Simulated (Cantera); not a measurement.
Input: 1 mol SiCl4, 0.32 mol HCl, 210 mol H2, at 0.280 bar.

Method: chemical equilibrium by Gibbs-energy minimisation in Cantera with the NASA 1993 tables (ideal gas, pure condensed phases). Candidate condensed phases: Si; 19 gas species. Gases not in the tables: Si2H6 and higher silanes. Rates play no part.

### Question
Which condensed phases are stable at each of these points (T (K)): 1148, 1198, 1248, 1298, 1348, 1398, 1448, 1498, 1548, 1598, 1648, 1698, 1748?

### Answer
```json
[
 {"T (K)": "1148", "condensed phases": "Si(s)", "Si condensed (%)": "52.9"},
 {"T (K)": "1198", "condensed phases": "Si(s)", "Si condensed (%)": "64.2"},
 {"T (K)": "1248", "condensed phases": "Si(s)", "Si condensed (%)": "71.2"},
 {"T (K)": "1298", "condensed phases": "Si(s)", "Si condensed (%)": "74.8"},
 {"T (K)": "1348", "condensed phases": "Si(s)", "Si condensed (%)": "76.2"},
 {"T (K)": "1398", "condensed phases": "Si(s)", "Si condensed (%)": "76.7"},
 {"T (K)": "1448", "condensed phases": "Si(s)", "Si condensed (%)": "76.6"},
 {"T (K)": "1498", "condensed phases": "Si(s)", "Si condensed (%)": "76.2"},
 {"T (K)": "1548", "condensed phases": "Si(s)", "Si condensed (%)": "75.7"},
 {"T (K)": "1598", "condensed phases": "Si(s)", "Si condensed (%)": "75.1"},
 {"T (K)": "1648", "condensed phases": "Si(s)", "Si condensed (%)": "74.5"},
 {"T (K)": "1698", "condensed phases": "Si(l)", "Si condensed (%)": "74.2"},
 {"T (K)": "1748", "condensed phases": "Si(l)", "Si condensed (%)": "75.4"}
]
```

From 1148 K to 1648 K the condensed part is Si(s). From 1698 K to 1748 K the condensed part is Si(l).
